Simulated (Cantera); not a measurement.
What does this Cantera script print?

```python
import numpy as np
import cantera as ct

gas_names = """
    H H2O2
""".split()
cond_names = """
    V2O4(I) V2O4(II) V2O4(L) V(cr) V(L)
""".split()


# ... load() reads the species with a 1 bar reference pressure and builds the phases ...
species = {s.name: s for s in load("nasa_gas.yaml", gas_names) + load("nasa_condensed.yaml", cond_names)}
# Each term lists the table entries of one substance; the one whose range holds T is used.
reactions = {
    '4 H(g) + V2O4 = 2 V + 2 H2O2(g)':
        [(-4, ['H']), (-1, ['V2O4(I)', 'V2O4(II)', 'V2O4(L)']), (2, ['V(cr)', 'V(L)']), (2, ['H2O2'])],
}


def pick(names, T):
    return next(species[n] for n in names if species[n].thermo.min_temp <= T <= species[n].thermo.max_temp)


results = []
for label, terms in reactions.items():
    print(label)
    print("     T/K   dH/kJ  dS/(J/K)   dG/kJ   log10 K")
    for T in [1598, 1623, 1648, 1673, 1698, 1723, 1748, 1773]:
        used = [(nu, pick(names, T)) for nu, names in terms]
        dH = sum(nu * s.thermo.h(T) for nu, s in used) / 1e6
        dS = sum(nu * s.thermo.s(T) for nu, s in used) / 1e3
        dG = dH - T * dS / 1e3
        logK = -dG * 1e6 / (ct.gas_constant * T * np.log(10))
        results.append((label, T, dH, dS, dG, logK, [s.name for _, s in used]))
        print(f"{T:8g} {dH:8.1f} {dS:8.1f} {dG:8.1f} {logK:8.2f}")
```

It prints:

```
4 H(g) + V2O4 = 2 V + 2 H2O2(g)
     T/K   dH/kJ  dS/(J/K)   dG/kJ   log10 K
    1598    195.8   -168.8    465.6   -15.22
    1623    194.7   -169.5    469.8   -15.12
    1648    193.6   -170.2    474.1   -15.03
    1673    192.5   -170.8    478.3   -14.93
    1698    191.5   -171.4    482.6   -14.85
    1723    190.5   -172.0    486.9   -14.76
    1748    189.4   -172.6    491.2   -14.68
    1773    188.4   -173.2    495.5   -14.60
```

Standard-state values (1 bar) from the NASA 1993 polynomials, evaluated with Cantera. Condensed species are held in their standard states even where they would react or evaporate.
